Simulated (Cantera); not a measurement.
Charge: 1 mol MgCl₂, 1.5 mol H₂, 5.5 mol N₂, 0.02 mol HCl, held at 827 °C and 1.00 bar.

Method: chemical equilibrium by Gibbs-energy minimisation in Cantera with the NASA 1993 tables (ideal gas, pure condensed phases). Candidate condensed phases: Mg, MgCl₂, NH₄Cl; 18 gas species. The numbers say what is thermodynamically allowed, not how fast it happens.

Base state: N₂ 0.782, H₂ 0.213, HCl 0.00284, MgCl₂ 0.00153, NH₃ 2.77e-5 (mole fractions); condensed: MgCl₂(l).

Problem. What changes in the equilibrium state with this change: temperature from 827 °C to 1375 °C?

Solution. 
```
species         before     after
-------------  -------  --------
N₂               0.782     0.685
H₂               0.213     0.185
MgCl₂          0.00153     0.123
Mg               <1e-9   0.00146
MgCl           1.06e-9  0.000325
MgCl₂(l), mol    0.989         0
```
